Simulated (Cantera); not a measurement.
# Ignition delay

Mixture: 3.51 % CH₄, 0.123 % C₂H₆, 2.28 % C₃H₈, 15.7 % O₂, 59.0 % N₂, 19.3 % H₂O, equivalence ratio 1.2, at 4.30 bar, adiabatic and at constant pressure. Ignition delay is the time to a rise of 400 K.

Cantera simulation using GRI-Mech 3.0 (53 species, 325 reactions); the numbers are that mechanism's predictions, not measurements. GRI-Mech 3.0 was tuned for natural gas; its chemistry of propane as a main component is partial and can be far from experiment.

```tsv
T0 (K)	delay (ms)
1098	21.0
1173	5.65
1248	1.59
1323	0.500
1398	0.180
1473	0.0751
1548	0.0358
```

| Property | Result |
|---|---|
| apparent activation energy between 1398 and 1548 K | 190 kJ/mol |
